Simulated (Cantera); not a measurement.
Input: 1 mol SiCl4, 0.71 mol HCl, 0.33 mol H2, 2.5 mol Cl2, held at 352 °C and 15.0 bar.

These are equilibrium values from Cantera (NASA tables, ideal gas, pure condensed phases), not measurements of a reactor. Candidate condensed phases: Si; 19 gas species. Kinetics and transport are ignored.

Base state: Cl2 0.478, HCl 0.302, SiCl4 0.220 (mole fractions); condensed: gas only.

Question: What changes in the equilibrium state with this change: 1.7 mol O2 added?

Answer: 
```
species              before   after
-------------------  ------  ------
Cl2                   0.478   0.786
H2O                       0  0.0880
O2                        0  0.0731
HCl                   0.302  0.0532
SiCl4                 0.220   <1e-9
SiO2(α-quartz), mol       0    1.00
```
Further candidate phases: H2O, SiO2.

Question: What changes in the equilibrium state with this change: temperature from 352 °C to 1050 °C?

Answer: 
```json
[
 {"species": "Cl2", "before": "0.478", "after": "0.476"},
 {"species": "HCl", "before": "0.302", "after": "0.301"},
 {"species": "SiCl4", "before": "0.220", "after": "0.220"},
 {"species": "Cl", "before": "9.34e-9", "after": "0.00271"}
]
```
